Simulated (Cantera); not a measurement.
Input (Python, Cantera):

```python
import numpy as np
import cantera as ct

surf = ct.Interface("ptcombust.yaml", "Pt_surf")
gas = surf.adjacent["gas"]
gas.TPX = 300, 2000, {'CH4': 0.072, 'O2': 0.11, 'N2': 0.79}
jet = ct.ImpingingJet(gas=gas, width=0.036, surface=surf)
jet.inlet.mdot, jet.inlet.T, jet.inlet.X = 0.1, 300, {'CH4': 0.072, 'O2': 0.11, 'N2': 0.79}
jet.set_refine_criteria(ratio=10, slope=0.2, curve=0.3)
show, cover = ['CH4', 'O2', 'H2O', 'OH', 'CO', 'CO2'], ["PT(S)", "H(S)", "O(S)", "OH(S)", "CO(S)", "C(S)"]

rows = []
print(f"{'Ts/K':>7s}" + "".join(f"{s:>11s}" for s in show + cover) + "   (gas at the wall, coverages)")
for i, Ts in enumerate([950, 1000, 1050, 1100, 1150, 1200, 1250]):
    jet.surface.T = Ts
    if i == 0:
        surf.TP = Ts, 2000
        surf.coverages = "PT(S):0.5, O(S):0.5"
        surf.advance_coverages(1.0)
        jet.set_initial_guess(products="inlet")
    jet.solve(loglevel=0, auto=(i == 0))
    rows.append([*(jet.X[gas.species_index(s), -1] for s in show), *surf[cover].coverages])
    print(f"{Ts:7g}" + "".join(f"{x:11.3e}" for x in rows[-1]))
```

It prints:

```
   Ts/K        CH4         O2        H2O         OH         CO        CO2      PT(S)       H(S)       O(S)      OH(S)      CO(S)       C(S)   (gas at the wall, coverages)
    950  5.454e-02  7.113e-02  3.679e-02  1.620e-07  3.956e-05  2.415e-02  4.057e-01  2.012e-07  5.936e-01  7.358e-04  1.795e-05  8.604e-08
   1000  4.668e-02  5.436e-02  5.138e-02  4.573e-07  5.027e-05  3.384e-02  5.093e-01  4.768e-07  4.900e-01  7.362e-04  1.575e-05  9.859e-08
   1050  3.839e-02  3.675e-02  6.667e-02  1.082e-06  6.589e-05  4.406e-02  6.297e-01  1.089e-06  3.696e-01  6.858e-04  1.496e-05  1.193e-07
   1100  2.060e-02  1.241e-02  9.771e-02  8.747e-08  2.545e-02  3.585e-02  9.921e-01  1.128e-04  3.629e-04  3.044e-05  7.266e-03  1.305e-04
   1150  2.089e-02  1.286e-02  9.677e-02  2.058e-07  2.481e-02  3.625e-02  9.955e-01  1.254e-04  4.234e-04  2.817e-05  3.840e-03  8.303e-05
   1200  2.145e-02  1.349e-02  9.514e-02  4.645e-07  2.352e-02  3.723e-02  9.972e-01  1.336e-04  5.189e-04  2.697e-05  2.070e-03  5.202e-05
   1250  2.181e-02  1.398e-02  9.386e-02  9.816e-07  2.232e-02  3.816e-02  9.980e-01  1.417e-04  6.231e-04  2.586e-05  1.166e-03  3.360e-05
```

Cantera simulation using Deutschmann's 1995 Pt surface mechanism with GRI-Mech 3.0 gas chemistry; the numbers are that mechanism's predictions, not measurements. Catalytic surfaces can have several steady states; this one follows from the mechanism file's or the stated starting coverage.
